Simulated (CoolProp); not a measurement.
Properties of carbon dioxide along the isotherm 90.25 °C (Tc = 31.0 °C, pc = 7.377 MPa, ω = 0.224).

The numbers come from the reference Helmholtz-energy equation of state, Span 1996 in CoolProp.

| p (MPa) | phase | Joule-Thomson coefficient (K/MPa) | isothermal compressibility (1/MPa) | viscosity (µPa s) | conductivity (mW/(m K)) | fugacity coefficient |
|---|---|---|---|---|---|---|
| 0.0583 | gas | 6.690 | 17.18 | 18.0 | 21.7 | 0.9985 |
| 0.104 | gas | 6.690 | 9.641 | 18.0 | 21.8 | 0.9974 |
| 0.184 | gas | 6.689 | 5.460 | 18.0 | 21.8 | 0.9953 |
| 0.328 | gas | 6.687 | 3.075 | 18.0 | 21.9 | 0.9917 |
| 0.583 | gas | 6.682 | 1.741 | 18.0 | 22.0 | 0.9852 |
| 1.04 | gas | 6.673 | 0.9883 | 18.1 | 22.2 | 0.9737 |
| 1.84 | gas | 6.651 | 0.5712 | 18.3 | 22.7 | 0.9538 |
| 3.28 | gas | 6.588 | 0.3347 | 18.6 | 23.6 | 0.9186 |
| 5.83 | gas | 6.385 | 0.2056 | 19.3 | 25.9 | 0.8581 |
| 10.4 | supercritical | 5.537 | 0.1378 | 22.2 | 33.1 | 0.7562 |
| 18.4 | supercritical | 2.619 | 0.06242 | 36.7 | 55.5 | 0.6084 |

Viscosity comes from a separate model (Laesecke 2017). Thermal conductivity comes from a separate model (Huber 2016).
